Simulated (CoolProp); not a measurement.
The numbers come from the reference Helmholtz-energy equation of state, Lemmon 2006 in CoolProp. It is a short technical equation, of lower accuracy than the large ones.

Problem. For toluene, give the phase and the density (kg/m³), isothermal compressibility (1/MPa), viscosity (µPa s) at 620 K and 51.6 bar.

Solution. 
- 620 K and 51.6 bar: supercritical; density 217, isothermal compressibility 0.680, viscosity 22.0

Viscosity comes from a separate model (Avgeri 2015).
